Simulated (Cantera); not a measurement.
## Hydrocarbon pyrolysis for carbon deposition

A perfectly stirred reactor is fed with 2.27 % C₂H₆, 97.7 % N₂, at 1.00 bar; it is held at 1125 K, and followed from long to short residence time.

Computed with Cantera and GRI-Mech 3.0 (53 species, 325 reactions). GRI-Mech 3.0 stops at C3 and has no aromatics, soot or wall deposition, so with more carbon than oxygen in the feed, carbon stays in small species such as C2H2 where larger ones or solid carbon would form.

```tsv
τ (s)	x C₂H₆	x CH₃	x H₂	x CH₄	x C₂H₄	x HCN	x H
0.41	0.00468	1.15e-6	0.0188	0.00167	0.0139	1.23e-12	3.58e-7
0.22	0.00707	1.47e-6	0.0158	0.00129	0.0128	1.27e-12	3.76e-7
0.11	0.0107	1.91e-6	0.0117	0.000867	0.0104	1.29e-12	3.74e-7
0.059	0.0144	2.33e-6	0.00800	0.000536	0.00749	1.28e-12	3.56e-7
0.031	0.0176	2.66e-6	0.00480	0.000294	0.00467	1.24e-12	3.32e-7
0.016	0.0199	2.83e-6	0.00260	0.000149	0.00259	1.17e-12	3.08e-7
0.0083	0.0213	2.81e-6	0.00133	7.22e-5	0.00134	1.03e-12	2.85e-7
0.0043	0.0220	2.59e-6	0.000642	3.32e-5	0.000651	<1e-12	2.55e-7
0.0022	0.0224	2.14e-6	0.000276	1.38e-5	0.000280	<1e-12	2.11e-7
0.0012	0.0226	1.62e-6	0.000111	5.59e-6	0.000112	<1e-12	1.54e-7
```
x: mole fraction; the columns are a selection and need not sum to one.
